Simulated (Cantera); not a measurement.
A perfectly stirred reactor is fed with CH₄ : H₂O : H₂ = 1 : 1.3 : 0.42 (molar parts), at 0.230 bar; it is held at 1600 K, and followed from long to short residence time.

Cantera simulation using GRI-Mech 3.0 (53 species, 325 reactions); the numbers are that mechanism's predictions, not measurements.

One state of this run: x CH₄ = 0.168; x H₂O = 0.397; x H₂ = 0.358; x CO = 0.00689; x C₂H = 2.92e-8; x H₂O₂ = <1e-12; x HCO = 1.56e-9. x: mole fraction; the columns are a selection and need not sum to one.

Which value of τ (s) does it belong to?
A) 1.2
B) 0.53
C) 0.047
D) 0.24

D, 0.24
